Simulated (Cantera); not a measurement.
Input: 1 mol B, 3.9 mol H₂O, 2.3 mol H₂, equilibrated at 3400 Pa.

Equilibrium computed with Cantera from the NASA thermochemical tables; the gas is ideal and each condensed phase is pure. Candidate condensed phases: B, B₂O₃, B₃O₃H₃, H₂O; 23 gas species. Gases not in the tables: H₃BO₃. Kinetics and transport are ignored.

Q: Which condensed phases are stable at each of these points (T (°C)): 1150, 1250, 1350, 1450, 1550, 1650, 1750, 1850?

A: 
```tsv
T (°C)	condensed phases	B condensed (%)
1150	B₂O₃(l)	75.2
1250	B₂O₃(l)	38.9
1350	gas only	0.0
1450	gas only	0.0
1550	gas only	0.0
1650	gas only	0.0
1750	gas only	0.0
1850	gas only	0.0
```

From 1150 °C to 1250 °C the condensed part is B₂O₃(l). From 1350 °C to 1850 °C nothing is condensed.
